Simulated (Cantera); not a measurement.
Input: 1 mol Si3N4, 0.0052 mol H2O, 3 mol N2, 0.18 mol CO2, equilibrated at 1727 °C and 0.133 bar.

Equilibrium computed with Cantera from the NASA thermochemical tables; the gas is ideal and each condensed phase is pure. Candidate condensed phases: C, C6H6, C7H8, C8H18, H2O, Si, SiC, SiO2, Si2N2O, Si3N4; 151 gas species. Mutual solubility and eutectic melting of coexisting phases are not modelled. The tables' values for SiN are old estimates; treat these amounts as uncertain. Equilibrium is a limit: real reactors are often held back by kinetics, nucleation or transport.

Base state: N2 0.931, SiO 0.0514, CO 0.0166, H2 0.000888, Si 0.000327, H 0.000133, Si2N 3.93e-5, SiN 2.99e-5 (mole fractions); condensed: Si(l) + SiC(s).

Q: What changes in the equilibrium state with this change: temperature from 1727 °C to 900 °C?

A: 
```tsv
species	before	after
N2	0.931	0.998
H2	0.000888	0.00166
HCN	2.32e-5	2.24e-6
SiO	0.0514	<1e-9
CO	0.0166	2.22e-7
Si	0.000327	<1e-9
Si2N	3.93e-5	<1e-9
SiN	2.99e-5	<1e-9
H	0.000133	1.32e-8
Si(l), mol	2.63	0
SiC(s), mol	0.0907	0
C(graphite), mol	0	0.180
Si2N2O(s), mol	0	0.365
Si3N4(s), mol	0	0.757
```
